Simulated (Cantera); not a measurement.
Cantera run:

```python
import numpy as np
import cantera as ct

gas_names = """
    CL CL2 H HCL H2 N NH NH2 NH3 N2 N2H2 N2H4 Si SiCL SiCL2 SiCL3 SiCL4 SiH SiHCL3 SiH2 SiH2CL2 SiH3
    SiH3CL SiH4 SiN Si2 Si2N Si3
""".split()
cond_names = """
    NH4CL(a) NH4CL(b) Si(cr) Si(L) Si3N4(a)
""".split()


# ... load() reads the species with a 1 bar reference pressure and builds the phases ...
atoms = {
    'SiH2Cl2': {'Si': 1, 'H': 2, 'CL': 2},
    'N2': {'N': 2},
}
top_T = {'Si3N4(a)': 2400}  # K; cautious upper limits of use, not melting points


# ... equilibrate(T, P, feed) seeds the gas with the atoms and calls Mixture.equilibrate('TP', solver="vcs", rtol=1e-11, max_steps=5000) ...
results = []
feed = {'SiH2Cl2': 1, 'N2': 0.51}  # mol
P = 100000  # Pa
for T in [800, 875, 950, 1025, 1100, 1175, 1250, 1325, 1400]:
    mix = equilibrate(T, P, feed)
    results.append((T, P, feed, dict(zip(mix.species_names, mix.species_moles))))
    x = sorted(zip(gas.X, gas.species_names), reverse=True)
    print(f"T = {T:g} K  P = {P:g} Pa  gas = {mix.phase_moles(0):.4g} mol")
    print("   x: " + "  ".join(f"{s} {v:.3e}" for v, s in x if v > 0.0001))
    print("   condensed (mol): " + ("  ".join(f"{mix.phase(i).name} {mix.phase_moles(i):.4g}"
          for i in range(1, mix.n_phases) if mix.phase_moles(i) > 1e-12) or "none"))
```

It prints:

```
T = 800 K  P = 100000 Pa  gas = 1.718 mol
   x: H2 4.367e-01  HCL 2.899e-01  SiCL4 2.184e-01  N2 5.447e-02  SiHCL3 2.973e-04  NH3 2.014e-04
   condensed (mol): Si3N4(a) 0.2081
T = 875 K  P = 100000 Pa  gas = 1.721 mol
   x: H2 4.238e-01  HCL 3.133e-01  SiCL4 2.117e-01  N2 5.047e-02  SiHCL3 6.265e-04
   condensed (mol): Si3N4(a) 0.2115
T = 950 K  P = 100000 Pa  gas = 1.724 mol
   x: H2 4.128e-01  HCL 3.331e-01  SiCL4 2.058e-01  N2 4.712e-02  SiHCL3 1.170e-03
   condensed (mol): Si3N4(a) 0.2144
T = 1025 K  P = 100000 Pa  gas = 1.727 mol
   x: H2 4.032e-01  HCL 3.498e-01  SiCL4 2.006e-01  N2 4.434e-02  SiHCL3 1.987e-03
   condensed (mol): Si3N4(a) 0.2167
T = 1100 K  P = 100000 Pa  gas = 1.729 mol
   x: H2 3.948e-01  HCL 3.641e-01  SiCL4 1.956e-01  N2 4.207e-02  SiHCL3 3.128e-03  SiCL3 2.783e-04
   condensed (mol): Si3N4(a) 0.2186
T = 1175 K  P = 100000 Pa  gas = 1.731 mol
   x: H2 3.872e-01  HCL 3.763e-01  SiCL4 1.906e-01  N2 4.027e-02  SiHCL3 4.625e-03  SiCL3 8.730e-04
   condensed (mol): Si3N4(a) 0.2201
T = 1250 K  P = 100000 Pa  gas = 1.734 mol
   x: HCL 3.867e-01  H2 3.802e-01  SiCL4 1.850e-01  N2 3.901e-02  SiHCL3 6.473e-03  SiCL3 2.365e-03  SiCL2 2.165e-04
   condensed (mol): Si3N4(a) 0.2212
T = 1325 K  P = 100000 Pa  gas = 1.738 mol
   x: HCL 3.952e-01  H2 3.734e-01  SiCL4 1.777e-01  N2 3.849e-02  SiHCL3 8.594e-03  SiCL3 5.637e-03  SiCL2 9.715e-04
   condensed (mol): Si3N4(a) 0.2215
T = 1400 K  P = 100000 Pa  gas = 1.747 mol
   x: HCL 4.015e-01  H2 3.660e-01  SiCL4 1.669e-01  N2 3.920e-02  SiCL3 1.191e-02  SiHCL3 1.077e-02  SiCL2 3.609e-03  SiH2CL2 1.045e-04
   condensed (mol): Si3N4(a) 0.2207
```

Equilibrium computed with Cantera from the NASA thermochemical tables; the gas is ideal and each condensed phase is pure. N2 is the only nitrogen source here; it is nearly inert below about 1500 K, so the nitride shown seldom forms there in practice. The tables' values for SiCl3 are old estimates; treat these amounts as uncertain.
